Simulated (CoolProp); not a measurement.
Vapour-liquid equilibrium of R245fa (1) + n-pentane (2) at 354.2 K; x and y are mole fractions of (1).

Computed with CoolProp (multi-fluid Helmholtz-energy mixture model, Akasaka 2015 and Thol 2019; pair parameters Bell 2016).

```csv
x,"bubble pressure, mixture model (kPa)","bubble pressure, Raoult's law (kPa)","y, mixture model","y, Raoult's law"
0.05,507.3,399.7,0.261,0.101
0.15,675.7,442.8,…,0.274
0.25,…,486.0,0.550,0.417
0.35,…,529.2,0.597,0.536
0.45,854.1,572.4,0.632,0.637
0.55,876.4,615.6,0.664,0.724
0.65,…,658.8,0.700,0.799
0.75,…,702.0,0.746,0.865
0.85,885.7,745.2,…,0.924
0.95,…,788.4,0.920,0.976
```

Q: Some entries are withheld; supply them.

A: 
- 0.15, y, mixture model: 0.466
- 0.25, bubble pressure, mixture model (kPa): 768.4
- 0.35, bubble pressure, mixture model (kPa): 821.2
- 0.65, bubble pressure, mixture model (kPa): 891.1
- 0.75, bubble pressure, mixture model (kPa): 896.3
- 0.85, y, mixture model: 0.814
- 0.95, bubble pressure, mixture model (kPa): 846.6

The largest gap from Raoult's law is +58.1 % in bubble pressure, at x = 0.25. y crosses x between x = 0.65 and 0.75: the model has an azeotrope there.

The pair parameters rest on a limited set of measurements; away from them the model extrapolates. With so large a gap from Raoult's law the liquid may split in two, which this calculation doesn't test in full.
